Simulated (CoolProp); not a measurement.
A simple Rankine cycle with R134a: condensing at 291.15 K, boiler at 3.37 MPa, turbine inlet 404.9 K, turbine efficiency 0.85, pump efficiency 0.6, no recuperator. Each further row changes one setting.

Model: reference Helmholtz-energy equation of state, Tillner-Roth 1994, in CoolProp.

```
case                             thermal efficiency (%)  net work (kJ/kg)  heat in (kJ/kg)  turbine exit temperature (K)  volume ratio over the turbine
-------------------------------  ----------------------  ----------------  ---------------  ----------------------------  -----------------------------
as stated                                          13.4              35.4              264                         337.0                           6.52
turbine inlet 424.9 K                              13.6              39.3              289                         359.5                           6.29
condensing temperature 283.15 K                    14.8              40.7              275                         329.4                           8.36
boiler pressure 2.36 MPa                           11.5              31.8              276                         354.1                           4.35
turbine efficiency 0.75                            11.7              30.8              264                         341.8                           6.64
```
